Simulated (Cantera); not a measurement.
An adiabatic, constant-pressure homogeneous reactor starts with 17.3 % CO, 2.60 % H2, 6.59 % CH4, 15.4 % O2, 58.1 % N2, at 1175 K and 1.09 atm.

Cantera simulation using GRI-Mech 3.0 (53 species, 325 reactions); the numbers are that mechanism's predictions, not measurements.

Predict: time of steepest temperature rise; temperature at 6.00 s; equilibrium temperature; x(CO) at 6.00 s; x(H2) at 6.00 s; x(H2O) at 6.00 s.


- time of steepest temperature rise: 4.29 ms
- temperature at 6.00 s: 2648 K
- equilibrium temperature: 2648 K
- x(CO) at 6.00 s: 0.140 (gas-phase equilibrium 0.140)
- x(H2) at 6.00 s: 0.0263 (gas-phase equilibrium 0.0263)
- x(H2O) at 6.00 s: 0.125 (gas-phase equilibrium 0.125)
